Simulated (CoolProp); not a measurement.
Vapour-liquid equilibrium of acetone (1) + dimethyl carbonate (2) at 0.342 bar; x and y are mole fractions of (1).

Model: multi-fluid Helmholtz-energy mixture model, Lemmon 2006 and Zhou 2011; pair parameters Bell 2016, in CoolProp.

```
x      bubble temperature, mixture model (K)  bubble temperature, Raoult's law (K)  y, mixture model  y, Raoult's law
-----  -------------------------------------  ------------------------------------  ----------------  ---------------
0.05                                   329.3                                 329.8             0.166            0.151
0.125                                  325.1                                 326.0             0.348            0.331
0.2                                    321.7                                 322.6             0.479            0.469
0.275                                  318.8                                 319.5             0.580            0.578
0.35                                   316.2                                 316.8             0.660            0.664
0.425                                  313.9                                 314.3             0.726            0.734
0.5                                    311.8                                 312.0             0.781            0.792
0.575                                  309.8                                 309.9             0.828            0.839
0.65                                   308.0                                 308.0             0.869            0.879
0.725                                  306.2                                 306.2             0.905            0.913
0.8                                    304.6                                 304.6             0.936            0.941
0.875                                  303.0                                 303.0             0.963            0.966
0.95                                   301.6                                 301.6             0.986            0.987
```

The largest gap from Raoult's law is -0.9 K in bubble temperature, at x = 0.2. No azeotrope shows between x = 0.05 and 0.95.

Pair parameters are fitted to limited data, so mixtures are less certain than the pure fluids.
